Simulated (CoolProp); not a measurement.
Methanol along the isotherm 278.25 °C: Z from the reference equation and from simpler models built on Tc = 240.2 °C, pc = 8.216 MPa, ω = 0.565; each cubic takes its own stable root.

The numbers come from the reference Helmholtz-energy equation of state, de Reuck 1993 in CoolProp.

| p (MPa) | phase | reference | van der Waals | Redlich-Kwong |
|---|---|---|---|---|
| 1.58 | gas | … | 0.9501 | 0.9451 |
| 3.16 | gas | 0.8969 | … | 0.8864 |
| 4.74 | gas | 0.8364 | 0.8347 | 0.8226 |
| 6.32 | gas | … | 0.7647 | 0.7521 |
| 7.9 | gas | … | 0.6798 | 0.6717 |
| 9.48 | supercritical | 0.6137 | 0.5648 | 0.5762 |
| 11.1 | supercritical | 0.5220 | 0.4243 | 0.4637 |
| 12.6 | supercritical | 0.4197 | 0.4033 | 0.4011 |
| 14.2 | supercritical | 0.3392 | … | 0.3891 |
| 15.8 | supercritical | 0.3120 | 0.4386 | 0.3963 |
| 17.4 | supercritical | … | 0.4640 | 0.4103 |
| 19 | supercritical | 0.3178 | 0.4909 | 0.4275 |
| 20.5 | supercritical | 0.3282 | 0.5168 | 0.4452 |

Q: What belongs in the gaps?

A: 
- 1.58, reference: 0.9518
- 3.16, van der Waals: 0.8956
- 6.32, reference: 0.7713
- 7.9, reference: 0.6976
- 14.2, van der Waals: 0.4165
- 17.4, reference: 0.3101
